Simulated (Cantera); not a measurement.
Cantera run:

```python
import numpy as np
import cantera as ct

gas_names = """
    Electron Br Br2 H H+ H- HBr HO2 H2 H2+ H2- H2O H2O+ H2O2 H3O+ O O+ O- OH OH+ OH- O2 O2+ O2- O3
""".split()
cond_names = """
    Br2(cr) Br2(L) H2O(s) H2O(L)
""".split()


# ... load() reads the species with a 1 bar reference pressure and builds the phases ...
atoms = {
    'HBr': {'H': 1, 'Br': 1},
    'H2': {'H': 2},
    'O2': {'O': 2},
}
top_T = {}  # K; cautious upper limits of use, not melting points


# ... equilibrate(T, P, feed) seeds the gas with the atoms and calls Mixture.equilibrate('TP', solver="vcs", rtol=1e-11, max_steps=5000) ...
results = []
feed = {'HBr': 1, 'H2': 0.051, 'O2': 0.56}  # mol
P = 23000000  # Pa
for T in [2500, 2750, 3000, 3250, 3500, 3750, 4000, 4250, 4500, 4750, 5000]:
    mix = equilibrate(T, P, feed)
    results.append((T, P, feed, dict(zip(mix.species_names, mix.species_moles))))
    x = sorted(zip(gas.X, gas.species_names), reverse=True)
    print(f"T = {T:g} K  P = {P:g} Pa  gas = {mix.phase_moles(0):.4g} mol")
    print("   x: " + "  ".join(f"{s} {v:.3e}" for v, s in x if v > 0.001))
    print("   condensed (mol): " + ("  ".join(f"{mix.phase(i).name} {mix.phase_moles(i):.4g}"
          for i in range(1, mix.n_phases) if mix.phase_moles(i) > 1e-12) or "none"))
```

It prints:

```
T = 2500 K  P = 2.3e+07 Pa  gas = 1.55 mol
   x: H2O 2.691e-01  O2 2.233e-01  Br 1.900e-01  HBr 1.659e-01  Br2 1.446e-01  OH 6.187e-03
   condensed (mol): none
T = 2750 K  P = 2.3e+07 Pa  gas = 1.612 mol
   x: H2O 2.457e-01  Br 2.453e-01  O2 2.178e-01  HBr 1.789e-01  Br2 9.810e-02  OH 1.194e-02  O 1.368e-03
   condensed (mol): none
T = 3000 K  P = 2.3e+07 Pa  gas = 1.665 mol
   x: Br 2.897e-01  H2O 2.278e-01  O2 2.101e-01  HBr 1.819e-01  Br2 6.441e-02  OH 2.055e-02  O 3.422e-03  H2 1.468e-03
   condensed (mol): none
T = 3250 K  P = 2.3e+07 Pa  gas = 1.711 mol
   x: Br 3.221e-01  H2O 2.128e-01  O2 2.005e-01  HBr 1.782e-01  Br2 4.199e-02  OH 3.232e-02  O 7.381e-03  H2 3.055e-03  H 1.170e-03
   condensed (mol): none
T = 3500 K  P = 2.3e+07 Pa  gas = 1.754 mol
   x: Br 3.446e-01  H2O 1.981e-01  O2 1.891e-01  HBr 1.702e-01  OH 4.704e-02  Br2 2.769e-02  O 1.414e-02  H2 5.700e-03  H 2.940e-03
   condensed (mol): none
T = 3750 K  P = 2.3e+07 Pa  gas = 1.798 mol
   x: Br 3.594e-01  H2O 1.815e-01  O2 1.758e-01  HBr 1.594e-01  OH 6.390e-02  O 2.457e-02  Br2 1.865e-02  H2 9.651e-03  H 6.493e-03
   condensed (mol): none
T = 4000 K  P = 2.3e+07 Pa  gas = 1.849 mol
   x: Br 3.683e-01  H2O 1.621e-01  O2 1.607e-01  HBr 1.468e-01  OH 8.144e-02  O 3.934e-02  H2 1.495e-02  Br2 1.286e-02  H 1.285e-02
   condensed (mol): none
T = 4250 K  P = 2.3e+07 Pa  gas = 1.911 mol
   x: Br 3.726e-01  O2 1.441e-01  H2O 1.399e-01  HBr 1.327e-01  OH 9.772e-02  O 5.874e-02  H 2.310e-02  H2 2.129e-02  Br2 9.064e-03
   condensed (mol): none
T = 4500 K  P = 2.3e+07 Pa  gas = 1.985 mol
   x: Br 3.730e-01  O2 1.267e-01  HBr 1.177e-01  H2O 1.159e-01  OH 1.107e-01  O 8.256e-02  H 3.814e-02  H2 2.798e-02  Br2 6.515e-03
   condensed (mol): none
T = 4750 K  P = 2.3e+07 Pa  gas = 2.074 mol
   x: Br 3.705e-01  OH 1.186e-01  O 1.100e-01  O2 1.091e-01  HBr 1.022e-01  H2O 9.169e-02  H 5.831e-02  H2 3.404e-02  Br2 4.765e-03
   condensed (mol): none
T = 5000 K  P = 2.3e+07 Pa  gas = 2.176 mol
   x: Br 3.657e-01  O 1.400e-01  OH 1.206e-01  O2 9.187e-02  HBr 8.690e-02  H 8.319e-02  H2O 6.906e-02  H2 3.848e-02  Br2 3.540e-03
   condensed (mol): none
```

Method: chemical equilibrium by Gibbs-energy minimisation in Cantera with the NASA 1993 tables (ideal gas, pure condensed phases). The ideal-gas law is rough above about 30 bar.
